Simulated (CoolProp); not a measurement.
Vapour pressure (MPa) of nitrogen: the reference equation beside estimates from Tc = 126.2 K, pc = 3.396 MPa, ω = 0.037.

Values from CoolProp's reference Helmholtz-energy equation of state, Span 2000.

```json
[
 {"T (K)": "88.8", "reference": "0.3248", "Lee-Kesler": "0.3249", "Redlich-Kwong": "0.3104", "Soave-Redlich-Kwong": "0.3249"},
 {"T (K)": "91.3", "reference": "0.4022", "Lee-Kesler": "0.4025", "Redlich-Kwong": "0.3900", "Soave-Redlich-Kwong": "0.4032"},
 {"T (K)": "93.9", "reference": "0.4963", "Lee-Kesler": "0.4967", "Redlich-Kwong": "0.4872", "Soave-Redlich-Kwong": "0.4985"},
 {"T (K)": "96.5", "reference": "0.6054", "Lee-Kesler": "0.6058", "Redlich-Kwong": "0.6005", "Soave-Redlich-Kwong": "0.6093"},
 {"T (K)": "99.1", "reference": "0.7308", "Lee-Kesler": "0.7312", "Redlich-Kwong": "0.7309", "Soave-Redlich-Kwong": "0.7368"},
 {"T (K)": "101.6", "reference": "0.8681", "Lee-Kesler": "0.8681", "Redlich-Kwong": "0.8738", "Soave-Redlich-Kwong": "0.8764"},
 {"T (K)": "104.2", "reference": "1.030", "Lee-Kesler": "1.029", "Redlich-Kwong": "1.042", "Soave-Redlich-Kwong": "1.041"},
 {"T (K)": "106.8", "reference": "1.212", "Lee-Kesler": "1.210", "Redlich-Kwong": "1.230", "Soave-Redlich-Kwong": "1.226"},
 {"T (K)": "109.4", "reference": "1.415", "Lee-Kesler": "1.413", "Redlich-Kwong": "1.440", "Soave-Redlich-Kwong": "1.433"},
 {"T (K)": "111.9", "reference": "1.634", "Lee-Kesler": "1.631", "Redlich-Kwong": "1.664", "Soave-Redlich-Kwong": "1.654"},
 {"T (K)": "114.5", "reference": "1.886", "Lee-Kesler": "1.882", "Redlich-Kwong": "1.921", "Soave-Redlich-Kwong": "1.909"},
 {"T (K)": "117.1", "reference": "2.165", "Lee-Kesler": "2.161", "Redlich-Kwong": "2.202", "Soave-Redlich-Kwong": "2.189"}
]
```

Absolute difference from the reference over all 12 rows, mean and median: Lee-Kesler 0.1 and 0.1 %, Redlich-Kwong 1.7 and 1.7 %, Soave-Redlich-Kwong 0.8 and 1.0 %.
